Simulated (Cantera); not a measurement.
Cantera run:

```python
import numpy as np
import cantera as ct

gas_names = """
    F F2 H HF H2 H2F2 H3F3 H4F4 H5F5 H6F6 H7F7 N NF NF2 NF3 NH NH2 NH3 N2 N2H2 N2H4 Si SiF SiF2 SiF3
    SiF4 SiH SiHF3 SiH2 SiH2F2 SiH3 SiH3F SiH4 SiN Si2 Si2N Si3
""".split()
cond_names = """
    Si(cr) Si(L) Si3N4(a)
""".split()


# ... load() reads the species with a 1 bar reference pressure and builds the phases ...
atoms = {
    'Si': {'Si': 1},
    'NF3': {'N': 1, 'F': 3},
    'H2': {'H': 2},
}
top_T = {'Si3N4(a)': 2400}  # K; cautious upper limits of use, not melting points


# ... equilibrate(T, P, feed) seeds the gas with the atoms and calls Mixture.equilibrate('TP', solver="vcs", rtol=1e-11, max_steps=5000) ...
results = []
feed = {'Si': 1, 'NF3': 4.7, 'H2': 5.5}  # mol
T = 1475  # K
P = 133.322  # Pa
mix = equilibrate(T, P, feed)
results.append((T, P, feed, dict(zip(mix.species_names, mix.species_moles))))
print(gas.report(threshold=0.001))
for i in range(1, mix.n_phases):
    print(f"{mix.phase(i).name:16s} {mix.phase_moles(i):12.5e} mol")
```

It prints:

```
       temperature   1475 K
          pressure   133.32 Pa
           density   0.00029161 kg/m^3
  mean mol. weight   26.824 kg/kmol
   phase of matter   gas

                          1 kg             1 kmol
                     ---------------   ---------------
          enthalpy       -1.0164e+07       -2.7264e+08  J
   internal energy       -1.0621e+07        -2.849e+08  J
           entropy             11203        3.0052e+05  J/K
    Gibbs function       -2.6689e+07        -7.159e+08  J
 heat capacity c_p              1411             37847  J/K
 heat capacity c_v              1101             29533  J/K

                      mass frac. Y      mole frac. X     chem. pot. / RT
                     ---------------   ---------------   ---------------
                HF           0.54198           0.72667           -52.897
                H2         0.0024262          0.032282           -28.607
                N2           0.17655           0.16905           -34.358
              SiF4           0.27868          0.071823           -183.61
     [  +33 minor]        0.00036217        0.00017729

Si(cr)            0.00000e+00 mol
Si3N4(a)          0.00000e+00 mol
```

These are equilibrium values from Cantera (NASA tables, ideal gas, pure condensed phases), not measurements of a reactor. The tables' values for SiF3 are old estimates; treat these amounts as uncertain.
